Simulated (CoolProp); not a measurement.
Vapour-liquid equilibrium of carbon dioxide (1) + CH2F2 (R32) (2) at 0.601 MPa; x and y are mole fractions of (1).

Model: multi-fluid Helmholtz-energy mixture model, Span 1996 and Tillner-Roth 1997; pair parameters Bell 2016, in CoolProp.

| x | bubble temperature, mixture model (°C) | bubble temperature, Raoult's law (°C) | y, mixture model | y, Raoult's law |
|---|---|---|---|---|
| 0.05 | ? | -13.9 | 0.175 | 0.197 |
| 0.15 | ? | -21.8 | 0.434 | 0.465 |
| 0.25 | ? | -28.1 | 0.604 | 0.632 |
| 0.35 | -33.6 | -33.3 | 0.719 | 0.743 |
| 0.45 | -37.9 | -37.6 | 0.799 | 0.820 |
| 0.55 | -41.6 | -41.3 | ? | 0.875 |
| 0.65 | -44.7 | -44.5 | 0.901 | 0.916 |
| 0.75 | -47.4 | -47.3 | ? | 0.948 |
| 0.85 | -49.8 | -49.8 | ? | 0.972 |
| 0.95 | -52.0 | -52.0 | ? | 0.992 |

**Question.** Fill in the missing entries.

**Answer.** 
- 0.05, bubble temperature, mixture model (°C): -13.7
- 0.15, bubble temperature, mixture model (°C): -21.7
- 0.25, bubble temperature, mixture model (°C): -28.3
- 0.55, y, mixture model: 0.857
- 0.75, y, mixture model: 0.935
- 0.85, y, mixture model: 0.964
- 0.95, y, mixture model: 0.989

The largest gap from Raoult's law is -0.3 K in bubble temperature, at x = 0.45. No azeotrope shows between x = 0.05 and 0.95.

Pair parameters are fitted to limited data, so mixtures are less certain than the pure fluids. The gap from Raoult's law changes sign with composition, which may be real or a fault of the pair parameters; it wasn't checked against measurements.
